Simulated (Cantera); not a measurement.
An isothermal, constant-pressure homogeneous reactor starts with 3.56 % H2, 21.0 % O2, 75.5 % N2, at 1023 K and 20.0 Torr.

Model: the H2/O2 subset of GRI-Mech 3.0, which has no nitrogen chemistry, integrated in Cantera. Radical loss at walls, strong at low pressure, is not modelled. The temperature is held fixed by assumption; the heat of reaction is taken as removed at once.

x: mole fraction; the columns are a selection and need not sum to one.

| t (s) | x H2 | x O2 | x H2O2 | x H | x OH | x O | x HO2 |
|---|---|---|---|---|---|---|---|
| 1.00e-5 | 0.0356 | 0.210 | <1e-12 | 2.63e-12 | <1e-12 | <1e-12 | 2.68e-12 |
| 3.51e-5 | 0.0356 | 0.210 | <1e-12 | 8.91e-12 | <1e-12 | <1e-12 | 9.43e-12 |
| 0.000123 | 0.0356 | 0.210 | <1e-12 | 2.98e-11 | 4.56e-12 | 6.40e-12 | 3.32e-11 |
| 0.000433 | 0.0356 | 0.210 | <1e-12 | 1.33e-10 | 3.48e-11 | 6.90e-11 | 1.18e-10 |
| 0.00152 | 0.0356 | 0.210 | <1e-12 | 3.44e-9 | 1.06e-9 | 2.39e-9 | 5.21e-10 |
| 0.00534 | 0.0353 | 0.209 | 2.11e-9 | 0.000139 | 4.27e-5 | 9.61e-5 | 2.30e-6 |
| 0.0187 | … | 0.193 | 9.27e-8 | … | … | … | … |
| 0.0658 | 9.61e-5 | 0.195 | 9.43e-8 | 0.000136 | 0.000224 | 0.000583 | 1.93e-6 |
| 0.231 | 6.22e-6 | 0.195 | 4.82e-8 | 2.22e-6 | 5.55e-5 | 3.85e-5 | 4.42e-7 |
| 0.811 | 5.24e-7 | 0.195 | 1.47e-8 | 6.93e-8 | 1.76e-5 | 3.80e-6 | 6.79e-8 |
| 2.85 | 7.08e-8 | 0.195 | 3.98e-9 | 4.35e-9 | 7.01e-6 | 6.01e-7 | 1.23e-8 |
| 10.0 | 1.36e-8 | 0.195 | 1.09e-9 | 4.19e-10 | 3.21e-6 | 1.26e-7 | 2.74e-9 |

Question: Fill in the missing entries.

Answer: 
- 0.0187, x H2: 0.000861
- 0.0187, x H: 0.00426
- 0.0187, x OH: 0.000776
- 0.0187, x O: 0.00517
- 0.0187, x HO2: 3.26e-6
